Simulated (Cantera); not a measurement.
Charge: 1 mol Al(CH3)3, 14 mol N2, held at 750 K and 570 Torr.

Cantera equilibrium calculation (NASA polynomials, part measured and part estimated; ideal gas, pure solids and liquids). Candidate condensed phases: Al, AlN, C, C6H6, C7H8, C8H18; 97 gas species. The feed counts by its element totals alone. Equilibrium is a limit: real reactors are often held back by kinetics, nucleation or transport.

Base state: N2 0.792, H2 0.152, CH4 0.0560, NH3 0.000204 (mole fractions); condensed: AlN(s) + C(graphite).

Q: What changes in the equilibrium state with this change: temperature from 750 K to 1275 K?

A: 
```json
[
 {"species": "N2", "before": "0.792", "after": "0.750"},
 {"species": "H2", "before": "0.152", "after": "0.249"},
 {"species": "CH4", "before": "0.0560", "after": "0.000437"},
 {"species": "HCN", "before": "8.50e-9", "after": "7.04e-5"},
 {"species": "NH3", "before": "0.000204", "after": "1.12e-5"},
 {"species": "AlN(s), mol", "before": "1.00", "after": "1.00"},
 {"species": "C(graphite), mol", "before": "2.05", "after": "2.99"}
]
```
